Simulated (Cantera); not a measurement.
A Cantera script and its output.

```python
import numpy as np
import cantera as ct

gas = ct.Solution("h2o2.yaml")
gas.TPX = 975, 25000, {'H2': 1, 'O2': 0.581, 'N2': 2.19}
reactor = ct.IdealGasReactor(gas, energy="on", clone=False)
net = ct.ReactorNet([reactor])
net.rtol, net.atol = 1e-08, 1e-16
show = ['H2', 'O2', 'HO2', 'H2O2', 'O', 'H2O']
times = np.geomspace(6e-06, 0.7, 13)

steps = ct.SolutionArray(gas, extra=["t"])
rows = []
print(f"{'t/s':>10s}{'T/K':>9s}{'P/Pa':>11s}" + "".join(f"{s:>11s}" for s in show))
for t in times:
    while net.time < t:
        t_next = net.step()
        steps.append(gas.state, t=t_next)
    rows.append([np.interp(t, steps.t, y) for y in (steps.T, steps.P, *steps(*show).X.T)])
    print(f"{t:10.3e}{rows[-1][0]:9.1f}{rows[-1][1]:11.4g}" + "".join(f"{x:11.3e}" for x in rows[-1][2:]))
rate = np.gradient(steps.T, steps.t)
print("integrator steps:", len(steps.t))
if steps.T.max() > steps.T[0] + 200:
    print(f"time of steepest temperature rise: {steps.t[rate.argmax()]:.4e} s")
gas.TPX = 975, 25000, {'H2': 1, 'O2': 0.581, 'N2': 2.19}
gas.equilibrate("UV")
print(f"equilibrium (UV): T = {gas.T:.1f} K  " + "  ".join(f"{s} {gas[s].X[0]:.3e}" for s in show))
```

It prints:

```
       t/s      T/K       P/Pa         H2         O2        HO2       H2O2          O        H2O
 6.000e-06    975.0    2.5e+04  2.652e-01  1.541e-01  2.264e-11  2.512e-15  9.348e-13  1.074e-12
 1.586e-05    975.0    2.5e+04  2.652e-01  1.541e-01  6.229e-11  1.805e-14  4.689e-12  1.130e-11
 4.194e-05    975.0    2.5e+04  2.652e-01  1.541e-01  1.866e-10  1.361e-13  2.203e-11  1.186e-10
 1.109e-04    975.0    2.5e+04  2.652e-01  1.541e-01  8.565e-10  1.312e-12  1.767e-10  1.834e-09
 2.932e-04    975.0    2.5e+04  2.652e-01  1.541e-01  4.480e-08  7.353e-11  1.400e-08  1.833e-07
 7.751e-04   1242.8  3.152e+04  1.504e-01  1.056e-01  2.618e-05  1.504e-06  8.529e-03  8.722e-02
 2.049e-03   2727.7  6.298e+04  2.919e-02  2.993e-02  7.929e-06  3.692e-07  8.893e-03  2.435e-01
 5.418e-03   2727.7  6.298e+04  2.919e-02  2.993e-02  7.929e-06  3.693e-07  8.892e-03  2.435e-01
 1.433e-02   2727.7  6.298e+04  2.919e-02  2.993e-02  7.929e-06  3.693e-07  8.892e-03  2.435e-01
 3.788e-02   2727.7  6.298e+04  2.919e-02  2.993e-02  7.929e-06  3.693e-07  8.892e-03  2.435e-01
 1.001e-01   2727.7  6.298e+04  2.919e-02  2.993e-02  7.929e-06  3.693e-07  8.892e-03  2.435e-01
 2.648e-01   2727.7  6.298e+04  2.919e-02  2.993e-02  7.929e-06  3.693e-07  8.892e-03  2.435e-01
 7.000e-01   2727.7  6.298e+04  2.919e-02  2.993e-02  7.929e-06  3.693e-07  8.892e-03  2.435e-01
integrator steps: 1263
time of steepest temperature rise: 7.8331e-04 s
equilibrium (UV): T = 2727.7 K  H2 2.919e-02  O2 2.993e-02  HO2 7.929e-06  H2O2 3.693e-07  O 8.892e-03  H2O 2.435e-01
```

Computed with Cantera and the H2/O2 subset of GRI-Mech 3.0, which has no nitrogen chemistry.
